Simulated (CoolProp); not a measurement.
Vapour pressure (MPa) of isobutane: the reference equation beside estimates from Tc = 407.8 K, pc = 3.629 MPa, ω = 0.184.

The numbers come from the reference Helmholtz-energy equation of state, Bücker 2006 in CoolProp.

```tsv
T (K)	reference	Lee-Kesler	Redlich-Kwong	Soave-Redlich-Kwong
240.6	0.04138	0.04064	0.06213	0.04092
247.3	0.05627	0.05545	0.08301	0.05572
253.9	0.07480	0.07395	0.1084	0.07418
260.5	0.09780	0.09698	0.1393	0.09715
267.1	0.1260	0.1253	0.1763	0.1253
273.7	0.1600	0.1595	0.2201	0.1595
280.3	0.2008	0.2005	0.2715	0.2004
286.9	0.2490	0.2491	0.3310	0.2490
```

Absolute difference from the reference over all 8 rows, mean and median: Lee-Kesler 0.8 and 0.7 %, Redlich-Kwong 41.3 and 41.2 %, Soave-Redlich-Kwong 0.6 and 0.6 %.
